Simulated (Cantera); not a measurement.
Cantera run:

```python
import numpy as np
import cantera as ct

gas_names = """
    H HO2 H2 H2O H2O2 H2S H2SO4 Mg MgH MgO MgOH MgO2H2 MgS Mg2 O OH O2 O3 S SH SO SO2 SO3 S2 S2O S8
""".split()
cond_names = """
    H2O(s) H2O(L) H2SO4(L) Mg(cr) Mg(L) MgO(s) MgO(L) MgO2H2(s) MgS(s) MgSO4(s) MgSO4(L) S(cr1) S(cr2)
    S(L)
""".split()


# ... load() reads the species with a 1 bar reference pressure and builds the phases ...
atoms = {
    'MgO': {'Mg': 1, 'O': 1},
    'H2S': {'H': 2, 'S': 1},
    'H2O': {'H': 2, 'O': 1},
}
top_T = {'MgS(s)': 2250}  # K; cautious upper limits of use, not melting points


# ... equilibrate(T, P, feed) seeds the gas with the atoms and calls Mixture.equilibrate('TP', solver="vcs", rtol=1e-11, max_steps=5000) ...
results = []
feed = {'MgO': 1, 'H2S': 3.4, 'H2O': 1.4}  # mol
P = 64000  # Pa
for T in [623, 723, 823, 923, 1023, 1123, 1223, 1323, 1423, 1523, 1623, 1723, 1823, 1923]:
    mix = equilibrate(T, P, feed)
    results.append((T, P, feed, dict(zip(mix.species_names, mix.species_moles))))

top = {s: max(r[3][s] / sum(r[3][g] for g in gas_names) for r in results) for s in gas_names}
cols = sorted((s for s in top if top[s] > 0.001), key=lambda s: -top[s])[:9]
seen = [c for c in cond_names if any(r[3].get(c, 0) > 1e-12 for r in results)]
print("log10 of partial pressures in bar; condensed amounts in mol")
print(f"{'T/K':>10s}" + "".join(f"{s[:9]:>10s}" for s in cols + seen))
for T, P, feed, n in results:
    ng = sum(n[g] for g in gas_names)
    print(f"{T:10.4g}" + "".join(f"{np.log10(max(n[s] / ng * P / 1e5, 1e-99)):10.3f}" for s in cols)
          + "".join(f"{n.get(c, 0):10.4g}" for c in seen))
```

Output:

```
log10 of partial pressures in bar; condensed amounts in mol
       T/K       H2S        H2       H2O        S2        SH       SO2        SO         S    MgO(s)
       623    -0.344    -3.406    -0.729    -3.762    -9.036    -5.701   -11.818   -16.845         1
       723    -0.346    -2.741    -0.730    -3.048    -7.477    -5.180    -9.967   -13.996         1
       823    -0.351    -2.225    -0.731    -2.530    -6.303    -4.811    -8.585   -11.848         1
       923    -0.363    -1.824    -0.734    -2.128    -5.387    -4.511    -7.499   -10.165         1
      1023    -0.386    -1.507    -0.740    -1.812    -4.658    -4.258    -6.620    -8.812         1
      1123    -0.422    -1.258    -0.749    -1.563    -4.070    -4.036    -5.894    -7.705         1
      1223    -0.473    -1.063    -0.760    -1.368    -3.592    -3.834    -5.282    -6.785         1
      1323    -0.540    -0.913    -0.774    -1.219    -3.203    -3.645    -4.758    -6.011         1
      1423    -0.622    -0.800    -0.789    -1.107    -2.884    -3.462    -4.302    -5.353         1
      1523    -0.715    -0.716    -0.804    -1.025    -2.622    -3.284    -3.900    -4.789         1
      1623    -0.816    -0.654    -0.818    -0.966    -2.405    -3.112    -3.543    -4.300         1
      1723    -0.921    -0.609    -0.832    -0.926    -2.224    -2.946    -3.224    -3.874         1
      1823    -1.026    -0.577    -0.845    -0.900    -2.072    -2.790    -2.938    -3.499         1
      1923    -1.130    -0.553    -0.860    -0.884    -1.942    -2.648    -2.683    -3.167    0.9998
```

Equilibrium computed with Cantera from the NASA thermochemical tables; the gas is ideal and each condensed phase is pure. Gases not in the tables: S3 to S7.
